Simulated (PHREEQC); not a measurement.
## Buffer: speciation

Consider water at 24 °C with 0.0025 mol/kgw NH4Cl, 0.023 mol/kgw Na2CO3 and 3.5e-05 mol/kgw NaCl. Closed to the air; pH follows from the charge balance.

Computed with PHREEQC (ion-association model, phreeqc.dat).

Each row changes one thing in this solution. No solid was allowed to form.

```
case                                     pH  ionic strength (mol/kgw)  Na+ (mol/kgw)  SI of Halite (NaCl)
------------------------------------  -----  ------------------------  -------------  -------------------
as made                               10.77                    0.0560         0.0410                -5.73
0.00027 mol/kgw CO2 added             10.71                    0.0559         0.0410                -5.73
NH4Cl from 0.0025 to 0.00375 mol/kgw  10.63                    0.0556         0.0412                -5.56
NH4Cl left out                        11.12                    0.0568         0.0407                -7.60
Na2CO3 left out                        5.96                   0.00253        3.50e-5                -8.67
0.0012 mol/kgw NaHCO3 added           10.65                    0.0572         0.0421                -5.72
```
